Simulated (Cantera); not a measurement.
## Low-pressure radical oxidation in H2/O2

An isothermal, constant-pressure homogeneous reactor starts with H2 : O2 : N2 = 0.019 : 1 : 0.34 (molar parts), equivalence ratio 0.0095, at 1050 K and 1330 Pa.

Detailed kinetics in Cantera: GRI-Mech 3.0 (53 species, 325 reactions). Radical loss at walls, strong at low pressure, is not modelled.

| t (s) | x H2 | x O2 | x NO | x N2O | x HO2 | x O |
|---|---|---|---|---|---|---|
| 0.000400 | 0.0140 | 0.736 | <1e-12 | <1e-12 | 1.48e-10 | 1.21e-10 |
| 0.00123 | 0.0140 | 0.736 | <1e-12 | <1e-12 | 4.63e-10 | 1.01e-9 |
| 0.00380 | 0.0140 | 0.736 | <1e-12 | <1e-12 | 2.02e-9 | 5.15e-8 |
| 0.0117 | 0.0102 | 0.733 | 3.49e-11 | 1.85e-11 | 2.68e-6 | 0.00210 |
| 0.0360 | 9.44e-5 | 0.727 | 1.19e-8 | 1.42e-9 | 1.96e-6 | 0.00694 |
| 0.111 | 3.65e-5 | 0.731 | 1.98e-8 | 3.12e-9 | 1.36e-6 | 0.00279 |
| 0.342 | 7.37e-6 | 0.733 | 2.13e-8 | 4.20e-9 | 6.41e-7 | 0.000579 |
| 1.05 | 9.84e-7 | 0.734 | 2.15e-8 | 4.71e-9 | 1.96e-7 | 8.09e-5 |
| 3.25 | 1.29e-7 | 0.734 | 2.15e-8 | 4.91e-9 | 4.46e-8 | 1.11e-5 |
| 10.0 | 2.06e-8 | 0.734 | 2.15e-8 | 5.00e-9 | 9.56e-9 | 1.85e-6 |
x: mole fraction; the columns are a selection and need not sum to one.

Equilibrium at this temperature and pressure: H2 5.18e-11, O2 0.734, NO 5.61e-5, N2O 2.87e-10, HO2 6.50e-10, O 4.99e-9 (gas phase only).
